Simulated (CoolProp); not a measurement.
A closed Brayton cycle with nitrogen: compressor inlet 309.15 K and 7.6 MPa, high pressure 19.6 MPa, turbine inlet 880 K, compressor efficiency 0.85, turbine efficiency 0.93, recuperator effectiveness 0.9 (on enthalpy, no pinch check). Each further row changes one setting.

Model: reference Helmholtz-energy equation of state, Span 2000, in CoolProp.

```tsv
case	thermal efficiency (%)	net work (kJ/kg)	compressor to turbine work	compressor exit (K)	turbine exit (K)
as stated	36.5	91.1	0.57	423.8	697.6
turbine inlet 830 K	34.0	79.0	0.61	423.8	656.3
compressor inlet 319.15 K	35.1	86.8	0.59	437.5	697.6
high pressure 16.7 MPa	36.9	81.8	0.55	402.2	725.8
recuperator effectiveness 0.5	24.7	91.1	0.57	423.8	697.6
```
